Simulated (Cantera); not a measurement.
Reactions in the system N-O-Zr

Cantera with NASA thermochemical tables; ideal gases at 1 bar, condensed phases pure. Values are per mole of reaction as written; species without (g) are pure solids or liquids, kept so even where they would boil at 1 bar. ZrN: taken at fixed stoichiometry.

2 NO(g) + 2 ZrO₂ ⇌ 2 ZrN + 3 O₂(g)

```csv
T (K),ΔH° (kJ),ΔS° (J/K),ΔG° (kJ),log10 K,condensed phases
898,1276.8,162.0,1131.3,-65.80,"ZrO₂(monoclinic), ZrN(s)"
998,1275.8,161.0,1115.1,-58.36,"ZrO₂(monoclinic), ZrN(s)"
1098,1274.8,160.1,1099.1,-52.29,"ZrO₂(monoclinic), ZrN(s)"
1198,1273.9,159.2,1083.1,-47.22,"ZrO₂(monoclinic), ZrN(s)"
1298,1273.0,158.5,1067.2,-42.95,"ZrO₂(monoclinic), ZrN(s)"
1398,1272.0,157.8,1051.4,-39.28,"ZrO₂(monoclinic), ZrN(s)"
1498,1259.4,149.3,1035.8,-36.12,"ZrO₂(tetragonal), ZrN(s)"
1598,1259.8,149.5,1020.9,-33.37,"ZrO₂(tetragonal), ZrN(s)"
1698,1260.3,149.8,1005.9,-30.94,"ZrO₂(tetragonal), ZrN(s)"
1798,1261.0,150.2,990.9,-28.79,"ZrO₂(tetragonal), ZrN(s)"
```
